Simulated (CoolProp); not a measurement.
Vapour-liquid equilibrium of carbon monoxide (1) + methane (2) at 3.69 bar; x and y are mole fractions of (1).

Model: multi-fluid Helmholtz-energy mixture model, Lemmon 2006 and Setzmann 1991; pair parameters Kunz 2012, in CoolProp.

```
x      bubble temperature, mixture model (K)  bubble temperature, Raoult's law (K)  y, mixture model  y, Raoult's law
-----  -------------------------------------  ------------------------------------  ----------------  ---------------
0.05                                   124.6                                 124.7             0.305            0.322
0.125                             (withheld)                                 118.6             0.588            0.590
0.2                                    112.5                                 114.0             0.742            0.734
0.275                                  108.6                                 110.5             0.828            0.819
0.35                                   105.7                                 107.7             0.879            0.873
0.425                                  103.4                                 105.3             0.910            0.910
0.5                                    101.7                                 103.3             0.932            0.935
0.575                             (withheld)                                 101.6             0.947            0.953
0.65                                    99.2                                 100.1             0.959            0.967
0.725                             (withheld)                                  98.8        (withheld)            0.977
0.8                                     97.3                                  97.6             0.977            0.986
0.875                                   96.5                                  96.6             0.985            0.992
0.95                                    95.6                                  95.6             0.994            0.997
```

Problem. Complete the blanks.

Solution. 
- 0.125, bubble temperature, mixture model (K): 117.8
- 0.575, bubble temperature, mixture model (K): 100.3
- 0.725, bubble temperature, mixture model (K): 98.2
- 0.725, y, mixture model: 0.968

The largest gap from Raoult's law is -2.0 K in bubble temperature, at x = 0.35. No azeotrope shows between x = 0.05 and 0.95.

Pair parameters are fitted to limited data, so mixtures are less certain than the pure fluids.
